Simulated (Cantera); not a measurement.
A closed system holds: 1 mol SiCl4, 0.96 mol O2, held at 0.0100 bar.

These are equilibrium values from Cantera (NASA tables, ideal gas, pure condensed phases), not measurements of a reactor. Candidate condensed phases: Si, SiO2; 15 gas species. The tables hold silica as quartz up to 1696 K and as liquid above; real silica turns to tridymite and cristobalite and melts near 1996 K. The numbers say what is thermodynamically allowed, not how fast it happens.

log p: log10 of the partial pressure in bar; n: condensed amount in mol.

```csv
T (°C),log p Cl2,log p Cl,log p SiCl4,log p O2,log p ClO,log p SiCl3,n SiO2(α-quartz),n SiO2(β-quartz)
375,-2.01,-7.92,-3.69,<-14,<-14,<-14,0.960,0
475,-2.01,[?],-3.69,<-14,<-14,<-14,0.960,0
575,-2.01,-5.58,-3.69,-13.04,-13.10,<-14,0,0.960
675,-2.01,-4.77,-3.69,-11.45,-11.64,-12.63,0,0.960
775,-2.01,-4.12,-3.69,-10.16,-10.46,-11.22,0,0.960
875,-2.02,[?],-3.70,[?],[?],-10.05,0,0.960
975,-2.04,-3.14,-3.71,-8.24,-8.70,-9.08,0,0.960
```

Problem. Complete the blanks.

Solution. 
- 475, log p Cl: -6.59
- 875, log p Cl: -3.58
- 875, log p O2: -9.10
- 875, log p ClO: -9.49
